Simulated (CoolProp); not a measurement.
Cyclopropane at 293.15 K and 0.123 MPa is compressed adiabatically to 0.614 MPa with isentropic efficiency 0.75. Each further row changes one setting.

The numbers come from the reference Helmholtz-energy equation of state, Polt 1992 in CoolProp. This equation is an older, rougher fit.

| case | work (kJ/kg) | final temperature (K) | final density (kg/m³) |
|---|---|---|---|
| as stated | 135 | … | 8.42 |
| efficiency 1 | 101 | 366.7 | … |
| efficiency 0.65 | 156 | 396.7 | … |

**Question.** Complete the blanks.

**Answer.** 
- as stated, final temperature (K): 385.5
- efficiency 1, final density (kg/m³): 8.93
- efficiency 0.65, final density (kg/m³): 8.15
